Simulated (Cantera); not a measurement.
Gas activation for diamond growth

A perfectly stirred reactor is fed with 1.86 % CH4, 98.1 % H2, at 11000 Pa; it is held at 2525 K, and followed from long to short residence time.

Model: GRI-Mech 3.0 (53 species, 325 reactions), integrated in Cantera. GRI-Mech 3.0 stops at C3 and has no aromatics, soot or wall deposition, so with more carbon than oxygen in the feed, carbon stays in small species such as C2H2 where larger ones or solid carbon would form.

| τ (s) | x CH4 | x H2 | x C2H6 | x H | x C2H |
|---|---|---|---|---|---|
| 2.7 | 1.65e-5 | 0.910 | 9.88e-12 | 0.0808 | 5.83e-5 |
| 1.0 | 2.29e-5 | 0.911 | 1.85e-11 | 0.0802 | 5.77e-5 |
| 0.37 | 3.60e-5 | 0.913 | 4.45e-11 | 0.0784 | 5.63e-5 |
| 0.14 | 6.28e-5 | 0.917 | 1.30e-10 | 0.0745 | 5.32e-5 |
| 0.050 | 0.000132 | 0.925 | 5.25e-10 | 0.0662 | 4.66e-5 |
| 0.018 | 0.000324 | 0.937 | 2.70e-9 | 0.0541 | 3.71e-5 |
| 0.0067 | 0.000800 | 0.947 | 1.36e-8 | 0.0429 | 2.80e-5 |
| 0.0025 | 0.00186 | 0.955 | 6.11e-8 | 0.0343 | 2.01e-5 |
| 0.00090 | 0.00412 | 0.961 | 2.40e-7 | 0.0271 | 1.25e-5 |
| 0.00033 | 0.00797 | 0.965 | 6.88e-7 | 0.0207 | 5.71e-6 |
| 0.00012 | 0.0129 | 0.969 | 1.11e-6 | 0.0137 | 1.13e-6 |
x: mole fraction; the columns are a selection and need not sum to one.
